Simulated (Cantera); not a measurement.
Input (Python, Cantera) and output of one run.

```python
import numpy as np
import cantera as ct

gas_names = """
    Br Br2 H HBr H2 Si SiBr SiBr2 SiBr3 SiBr4 SiH SiHBr3 SiH2 SiH2Br2 SiH3 SiH3Br SiH4 Si2 Si3
""".split()
cond_names = """
    Br2(cr) Br2(L) Si(cr) Si(L)
""".split()


# ... load() reads the species with a 1 bar reference pressure and builds the phases ...
atoms = {
    'Si': {'Si': 1},
    'HBr': {'H': 1, 'Br': 1},
    'H2': {'H': 2},
}
top_T = {}  # K; cautious upper limits of use, not melting points


# ... equilibrate(T, P, feed) seeds the gas with the atoms and calls Mixture.equilibrate('TP', solver="vcs", rtol=1e-11, max_steps=5000) ...
results = []
feed = {'Si': 1, 'HBr': 20, 'H2': 34}  # mol
P = 13332.2  # Pa
for T in [650, 725, 800, 875, 950, 1025, 1100, 1175, 1250, 1325]:
    mix = equilibrate(T, P, feed)
    results.append((T, P, feed, dict(zip(mix.species_names, mix.species_moles))))
    x = sorted(zip(gas.X, gas.species_names), reverse=True)
    print(f"T = {T:g} K  P = {P:g} Pa  gas = {mix.phase_moles(0):.4g} mol")
    print("   x: " + "  ".join(f"{s} {v:.3e}" for v, s in x if v > 1e-05))
    print("   condensed (mol): " + ("  ".join(f"{mix.phase(i).name} {mix.phase_moles(i):.4g}"
          for i in range(1, mix.n_phases) if mix.phase_moles(i) > 1e-12) or "none"))
```

Result:

```
T = 650 K  P = 13332.2 Pa  gas = 53 mol
   x: H2 6.792e-01  HBr 3.019e-01  SiBr4 1.887e-02
   condensed (mol): none
T = 725 K  P = 13332.2 Pa  gas = 53 mol
   x: H2 6.792e-01  HBr 3.019e-01  SiBr4 1.886e-02
   condensed (mol): none
T = 800 K  P = 13332.2 Pa  gas = 53 mol
   x: H2 6.792e-01  HBr 3.019e-01  SiBr4 1.885e-02  SiHBr3 2.108e-05
   condensed (mol): none
T = 875 K  P = 13332.2 Pa  gas = 53 mol
   x: H2 6.792e-01  HBr 3.019e-01  SiBr4 1.881e-02  SiHBr3 5.207e-05
   condensed (mol): none
T = 950 K  P = 13332.2 Pa  gas = 53 mol
   x: H2 6.791e-01  HBr 3.020e-01  SiBr4 1.875e-02  SiHBr3 1.108e-04
   condensed (mol): none
T = 1025 K  P = 13332.2 Pa  gas = 53 mol
   x: H2 6.790e-01  HBr 3.021e-01  SiBr4 1.863e-02  SiHBr3 2.096e-04  SiBr3 2.486e-05
   condensed (mol): none
T = 1100 K  P = 13332.2 Pa  gas = 53.01 mol
   x: H2 6.787e-01  HBr 3.024e-01  SiBr4 1.835e-02  SiHBr3 3.589e-04  SiBr3 9.601e-05  SiBr2 6.137e-05  Br 2.044e-05
   condensed (mol): none
T = 1175 K  P = 13332.2 Pa  gas = 53.03 mol
   x: H2 6.778e-01  HBr 3.033e-01  SiBr4 1.759e-02  SiHBr3 5.549e-04  SiBr2 4.031e-04  SiBr3 3.013e-04  Br 5.953e-05
   condensed (mol): none
T = 1250 K  P = 13332.2 Pa  gas = 53.12 mol
   x: H2 6.747e-01  HBr 3.063e-01  SiBr4 1.545e-02  SiBr2 1.880e-03  SiBr3 7.423e-04  SiHBr3 7.337e-04  Br 1.541e-04  SiH2Br2 1.661e-05
   condensed (mol): none
T = 1325 K  P = 13332.2 Pa  gas = 53.35 mol
   x: H2 6.679e-01  HBr 3.130e-01  SiBr4 1.101e-02  SiBr2 5.675e-03  SiBr3 1.296e-03  SiHBr3 7.367e-04  Br 3.645e-04  SiH2Br2 2.356e-05
   condensed (mol): none
```

Method: chemical equilibrium by Gibbs-energy minimisation in Cantera with the NASA 1993 tables (ideal gas, pure condensed phases). The tables' values for SiBr3 are old estimates; treat these amounts as uncertain.
